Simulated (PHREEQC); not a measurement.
Copper plating or etch bath: an equilibrium model

Solution (20 °C): 0.0028 mol Cu(BF4)2, 6.9e-05 mol H2SO4 and 0.0032 mol Na2SO4 per kg of water. Closed to the air; pH follows from the charge balance.

Model: ion-association model, phreeqc.dat, run in PHREEQC.

Precipitation was switched off in this run.

### Question
Predict the pH, ionic strength.

### Answer
pH 2.97; ionic strength 0.0171 mol/kgw.

### Question
In which forms is B present?

### Answer
BF4- 69 %, H3BO3 19 %, BF3OH- 8.3 %, BF2(OH)2- 3.4 % of the B.

Complexes and solids missing from the database can't appear. Real BF4- forms and hydrolyses slowly; the run takes it at equilibrium.
